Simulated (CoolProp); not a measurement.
Saturation properties of carbon monoxide.

Computed with CoolProp (reference Helmholtz-energy equation of state, Lemmon 2006). It is a short technical equation, of lower accuracy than the large ones.

```tsv
T (K)	p (kPa)	liquid cp (kJ/(kg K))	vapour Z	surface tension (mN/m)
93.8	333.5	2.223	0.9042	6.97
96.4	412.9	2.253	0.8887	6.44
99.1	509.0	2.291	0.8711	5.90
101.7	616.0	2.336	0.8527	5.38
104.3	738.4	2.391	0.8326	4.87
106.9	877.4	2.458	0.8109	4.36
109.5	1034	2.540	0.7873	3.86
112.2	1217	2.648	0.7607	3.36
114.8	1415	2.781	0.7328	2.88
117.4	1634	2.958	0.7024	2.41
120	1877	3.202	0.6688	1.95
122.6	2144	3.564	0.6313	1.50
125.2	2439	4.159	0.5884	1.07
127.9	2777	5.422	0.5350	0.652
```

It boils at 81.6 K under 1 atm.

Surface tension comes from a separate correlation (Mulero 2012).
